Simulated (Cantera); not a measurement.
A freely propagating, adiabatic, planar premixed flame of 16.7 % H2, 14.1 % O2, 69.2 % N2, unburnt at 523 K and 1.00 bar; unity-Lewis-number transport, grid criteria slope 0.08 and curve 0.16, no radiation.

Computed with Cantera and the H2/O2 subset of GRI-Mech 3.0, which has no nitrogen chemistry. Unity Lewis numbers drop preferential diffusion, which matters most where H2 and H carry the flame. Burning velocities carry a grid error of a few per cent, more on coarse grids. Lean hydrogen flames are cellular in practice and burn faster than this planar one.

x: mole fraction of selected species; z is measured from the peak of heat release.

```json
[
 {"z (mm)": "-0.974", "T (K)": "523", "u (m/s)": "1.80", "x H2": "0.167", "x O2": "0.141", "x HO2": "4.50e-8", "x O": "<1e-8", "x H": "<1e-8", "x H2O2": "<1e-8"},
 {"z (mm)": "-0.649", "T (K)": "523", "u (m/s)": "1.80", "x H2": "0.167", "x O2": "0.141", "x HO2": "5.25e-7", "x O": "<1e-8", "x H": "<1e-8", "x H2O2": "5.24e-8"},
 {"z (mm)": "-0.487", "T (K)": "524", "u (m/s)": "1.80", "x H2": "0.167", "x O2": "0.141", "x HO2": "2.68e-6", "x O": "2.49e-8", "x H": "<1e-8", "x H2O2": "2.66e-7"},
 {"z (mm)": "-0.325", "T (K)": "535", "u (m/s)": "1.83", "x H2": "0.165", "x O2": "0.141", "x HO2": "___", "x O": "___", "x H": "___", "x H2O2": "___"},
 {"z (mm)": "-0.162", "T (K)": "664", "u (m/s)": "2.26", "x H2": "0.150", "x O2": "0.133", "x HO2": "0.000195", "x O": "3.89e-5", "x H": "0.000100", "x H2O2": "1.21e-5"},
 {"z (mm)": "-0.0811", "T (K)": "914", "u (m/s)": "3.06", "x H2": "0.116", "x O2": "0.117", "x HO2": "0.000145", "x O": "0.000565", "x H": "0.00285", "x H2O2": "1.04e-5"},
 {"z (mm)": "0", "T (K)": "___", "u (m/s)": "3.98", "x H2": "___", "x O2": "___", "x HO2": "___", "x O": "___", "x H": "___", "x H2O2": "___"},
 {"z (mm)": "0.0811", "T (K)": "1409", "u (m/s)": "4.56", "x H2": "0.0218", "x O2": "0.0714", "x HO2": "4.92e-5", "x O": "0.00709", "x H": "0.0163", "x H2O2": "4.27e-6"},
 {"z (mm)": "0.162", "T (K)": "1515", "u (m/s)": "4.87", "x H2": "0.0114", "x O2": "0.0652", "x HO2": "3.77e-5", "x O": "0.00738", "x H": "0.0122", "x H2O2": "2.66e-6"},
 {"z (mm)": "0.325", "T (K)": "1619", "u (m/s)": "5.16", "x H2": "0.00682", "x O2": "0.0630", "x HO2": "2.76e-5", "x O": "0.00531", "x H": "0.00616", "x H2O2": "1.40e-6"},
 {"z (mm)": "0.649", "T (K)": "1699", "u (m/s)": "5.38", "x H2": "0.00371", "x O2": "0.0623", "x HO2": "1.78e-5", "x O": "0.00284", "x H": "0.00222", "x H2O2": "7.39e-7"},
 {"z (mm)": "1.30", "T (K)": "1746", "u (m/s)": "5.51", "x H2": "0.00159", "x O2": "0.0623", "x HO2": "9.19e-6", "x O": "0.00120", "x H": "0.000582", "x H2O2": "3.98e-7"},
 {"z (mm)": "2.60", "T (K)": "1769", "u (m/s)": "5.57", "x H2": "0.000571", "x O2": "0.0625", "x HO2": "3.88e-6", "x O": "0.000429", "x H": "0.000123", "x H2O2": "2.08e-7"}
]
```

Fill in the missing entries.


- -0.325, x HO2: 2.17e-5
- -0.325, x O: 4.50e-7
- -0.325, x H: 2.31e-8
- -0.325, x H2O2: 2.02e-6
- 0, T (K): 1213
- 0, x H2: 0.0581
- 0, x O2: 0.0903
- 0, x HO2: 7.74e-5
- 0, x O: 0.00365
- 0, x H: 0.0132
- 0, x H2O2: 6.26e-6
